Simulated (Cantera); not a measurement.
## Equilibrium for abatement and gas-phase synthesis: HCl + H₂O + N₂

Charge: 1 mol HCl, 0.12 mol H₂O, 13 mol N₂, equilibrated at 3500 K and 48.0 mbar.

Method: chemical equilibrium by Gibbs-energy minimisation in Cantera with the NASA 1993 tables (ideal gas, pure condensed phases). Candidate condensed phases: H₂O, NH₄Cl; 29 gas species. Equilibrium is a limit: real reactors are often held back by kinetics, nucleation or transport.

```yaml
x(N₂): 0.847
x(H): 0.0780
x(Cl): 0.0642
x(O): 0.00710
x(HCl): 0.00104
x(N): 0.000931
x(H₂): 0.000838
x(NO): 0.000573
x(OH): 0.000131
gas_amount: 15.33 mol
```
